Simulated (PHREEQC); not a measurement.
Solution (36 °C): 0.018 mol/kgw FeSO4 and 0.12 mol/kgw NaCl. Closed to the air; pH follows from the charge balance.

All values are PHREEQC results (ion-association model, phreeqc.dat), not measurements.

**Question.** The ionic strength comes out as 0.172 mol/kgw. What activity coefficients do Cl-, NaSO4-, SO4-2, Fe+2, H+ get?

**Answer.** Cl- 0.72, NaSO4- 0.75, SO4-2 0.30, Fe+2 0.34, H+ 0.80.

No solid was allowed to form. Complexes and solids missing from the database can't appear. At this temperature some constants are extrapolated from 25 °C, and those without enthalpy data are left unchanged.
